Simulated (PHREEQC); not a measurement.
Make-up at 20 °C: 3.9 mol/kgw KOH, 1.1 mol/kgw KCl and 0.00086 mol/kgw H4SiO4. Closed to the air; pH follows from the charge balance.

The numbers come from PHREEQC with the Pitzer model, pitzer.dat.

**Question.** The ionic strength comes out as 5.00 mol/kgw. What activity coefficients do Cl-, K+, OH-, H2SiO4-2 get?

**Answer.** Cl- 0.58, K+ 0.80, OH- 2.4, H2SiO4-2 0.013. Single-ion values are on the MacInnes scale.

This is a speciation only: nothing precipitates in the calculation. In brines, pH and single-ion activities rest on the MacInnes convention.
